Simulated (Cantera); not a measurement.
Feed: 1 mol FeCl2, 0.024 mol HCl, 0.26 mol N2.

Method: chemical equilibrium by Gibbs-energy minimisation in Cantera with the NASA 1993 tables (ideal gas, pure condensed phases). Candidate condensed phases: Fe, FeCl2, FeCl3, NH4Cl; 18 gas species. Rates play no part.

Stable condensed phases, one row left out:

```
T in K \ P in Pa
           0.10   0.56    3.2     18    100    560   3200  18000 100000
   1200       A      A      A      A      A      A      A      A      B
   1175       A      A      A      A      A      A      A      A      B
   1150       A      A      A      A      A      A      A      A      B
   1125       A      A      A      A      A      A      A      A      B
   1100       A      A      A      A      A      A      A      B      B
   1075       A      A      A      A      A      A      A      B      B
   1050       A      A      A      A      A      A      A      B      B
   1025       A      A      A      A      A      A      A      B      B
   1000       A      A      A      A      A      A      A      B      B
    950       A      A      A      A      A      A      B      B      B
    925       A      A      A      A      A      A      B      B      B
    900       A      A      A      A      A      B      B      B      B
```

A: gas only; B: FeCl2.

Task: Give the row for 975 K.

Result: 0.10: gas only; 0.56: gas only; 3.2: gas only; 18: gas only; 100: gas only; 560: gas only; 3200: FeCl2; 18000: FeCl2; 100000: FeCl2.
